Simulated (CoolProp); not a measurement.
A simple Rankine cycle with R134a: condensing at 315.15 K, boiler at 2.91 MPa, turbine inlet 362.9 K, turbine efficiency 0.75, pump efficiency 0.7, no recuperator. Each further row changes one setting.

Values from CoolProp's reference Helmholtz-energy equation of state, Tillner-Roth 1994.

```
case                             thermal efficiency (%)  net work (kJ/kg)  heat in (kJ/kg)  turbine exit temperature (K)  volume ratio over the turbine
-------------------------------  ----------------------  ----------------  ---------------  ----------------------------  -----------------------------
as stated                                           6.8              12.1              176                         318.2                           3.15
turbine inlet 382.9 K                                 ?              15.0              207                         343.9                              ?
condensing temperature 307.15 K                     8.1              15.2              188                         310.6                           3.96
boiler pressure 2.04 MPa                            5.0              9.81                ?                         338.9                              ?
turbine efficiency 0.65                             5.8              10.2              176                         319.9                           3.19
```

Problem. Some entries are withheld; supply them.

Solution. 
- turbine inlet 382.9 K, thermal efficiency (%): 7.2
- turbine inlet 382.9 K, volume ratio over the turbine: 2.93
- boiler pressure 2.04 MPa, heat in (kJ/kg): 197
- boiler pressure 2.04 MPa, volume ratio over the turbine: 1.98
